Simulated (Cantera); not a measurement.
Input: 1 mol Si, a varied amount of HCl, 0.15 mol N₂, at 1125 K and 75.0 Torr.

Method: chemical equilibrium by Gibbs-energy minimisation in Cantera with the NASA 1993 tables (ideal gas, pure condensed phases). Candidate condensed phases: NH₄Cl, Si, Si₃N₄; 28 gas species. N₂ is the only nitrogen source here; it is nearly inert below about 1500 K, so the nitride shown seldom forms there in practice. Mutual solubility and eutectic melting of coexisting phases are not modelled. Kinetics and transport are ignored.

What share of the Si ends up in condensed phases as a function of n(HCl) (mol), at 1.8, 2.1, 2.6, 3.1, 3.8, 4.5, 5.5, 6.6, 7.9?


```
n(HCl) (mol)  Si condensed (%)                as
------------  ----------------  ----------------
1.8                       53.8  Si(s) + Si₃N₄(s)
2.1                       46.1  Si(s) + Si₃N₄(s)
2.6                       33.3  Si(s) + Si₃N₄(s)
3.1                       22.5          Si₃N₄(s)
3.8                       22.3          Si₃N₄(s)
4.5                       19.1          Si₃N₄(s)
5.5                        8.1          Si₃N₄(s)
6.6                        0.0                 -
7.9                        0.0                 -
```
